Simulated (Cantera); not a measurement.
# Ignition delay

Mixture: 8.10 % CH4, 0.559 % CO, 19.2 % O2, 72.1 % N2, at 13.0 bar, adiabatic and at constant pressure. Ignition delay is the time to a rise of 400 K.

Cantera simulation using GRI-Mech 3.0 (53 species, 325 reactions); the numbers are that mechanism's predictions, not measurements. The pressure lies above the range GRI-Mech 3.0 was tuned for (to about 10 atm).

| T0 (K) | delay (ms) |
|---|---|
| 1123 | 10.1 |
| 1198 | 3.71 |
| 1273 | 1.50 |
| 1348 | 0.651 |
| 1423 | 0.300 |
| 1498 | 0.146 |
| 1573 | 0.0740 |
| 1648 | 0.0394 |
| 1723 | 0.0220 |

apparent activation energy between 1573 and 1723 K: 180 kJ/mol
